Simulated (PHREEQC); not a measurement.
Consider water at 76 °C with 0.02 mol CuSO4 and 0.00083 mol HCl per kg of water. Closed to the air; pH follows from the charge balance.

Model: ion-association model, phreeqc.dat, run in PHREEQC.

The ionic strength comes out as 0.0490 mol/kgw. What activity coefficients do Cu+2, H+, HSO4-, CuCl+, Cu2(OH)2+2 get?

Cu+2 0.45, H+ 0.84, HSO4- 0.81, CuCl+ 0.80, Cu2(OH)2+2 0.42.

Precipitation was switched off in this run. Complexes and solids missing from the database can't appear. Away from 25 °C the constants follow the database's enthalpies or fits; those with neither stay at their 25 °C values.
